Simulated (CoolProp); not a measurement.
Saturated liquid density (kg/m³) of water: the reference equation beside estimates from Tc = 647.1 K, pc = 22.06 MPa, ω = 0.344. Rackett uses Z = 0.29056 − 0.08775 ω.

Values from CoolProp's reference Helmholtz-energy equation of state, Wagner 2002.

```
T (K)  reference  Rackett  van der Waals  Redlich-Kwong  Peng-Robinson
-----  ---------  -------  -------------  -------------  -------------
367.5      962.3    818.1          465.1          687.0          804.7
381.4      952.3    805.7          458.7          676.0     (withheld)
395.3      941.4    793.0          452.0          664.5          783.5
409.2      929.6    780.0          445.1          652.5          772.0
423.1      917.1    766.6          438.0          640.1          759.8
437        903.7    752.9     (withheld)     (withheld)          746.8
450.9      889.4    738.9          422.9          613.4          732.9
464.8      874.2    724.3          414.9          599.2          718.2
478.7      858.1    709.3          406.5     (withheld)          702.4
492.6      840.9    693.6          397.7          568.6          685.5
506.5      822.6    677.4          388.5          552.0          667.2
520.4      802.9    660.3          378.8          534.5          647.6
534.3      781.8    642.3          368.5          516.0          626.2
548.2      758.9    623.3          357.5          496.2          602.8
562.1      733.9    602.8          345.7          474.9          577.1
```

Q: Fill in the missing entries.

A: 
- 381.4, Peng-Robinson: 794.4
- 437, van der Waals: 430.6
- 437, Redlich-Kwong: 627.0
- 478.7, Redlich-Kwong: 584.3

Absolute difference from the reference over all 15 rows, mean and median: Rackett 16.9 and 17.1 %, van der Waals 52.5 and 52.5 %, Redlich-Kwong 31.6 and 31.5 %, Peng-Robinson 18.2 and 17.8 %.
